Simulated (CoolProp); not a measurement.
Normal hydrogen along the isotherm 34.5 K: Z from the reference equation and from simpler models built on Tc = 33.1 K, pc = 1.296 MPa, ω = -0.219; each cubic takes its own stable root.

Computed with CoolProp (reference Helmholtz-energy equation of state, Leachman 2009).

```csv
p (MPa),phase,reference,van der Waals,Soave-Redlich-Kwong,Peng-Robinson
0.203,gas,0.9528,0.9563,0.9501,0.9443
0.405,gas,0.9021,0.9093,0.8970,0.8857
0.608,gas,0.8466,0.8573,0.8392,0.8227
0.81,gas,0.7851,0.7992,0.7755,0.7541
1.01,gas,0.7148,0.7322,0.7035,0.6778
1.22,gas,0.6233,0.6437,0.6114,0.5818
1.42,supercritical,0.4944,0.5145,0.4860,0.4544
1.62,supercritical,0.3095,0.3652,0.3302,0.3025
1.82,supercritical,0.2902,0.3617,0.3137,0.2854
2.03,supercritical,(withheld),0.3775,0.3215,0.2914
2.23,supercritical,0.3165,0.3973,0.3347,0.3028
2.43,supercritical,0.3341,0.4190,0.3501,0.3164
2.63,supercritical,0.3526,(withheld),0.3667,0.3310
2.84,supercritical,0.3725,0.4660,0.3847,0.3470
3.04,supercritical,0.3916,0.4894,0.4022,0.3625
3.24,supercritical,0.4109,(withheld),0.4198,0.3783
```

Q: Complete the blanks.

A: 
- 2.03, reference: 0.3009
- 2.63, van der Waals: 0.4417
- 3.24, van der Waals: 0.5130
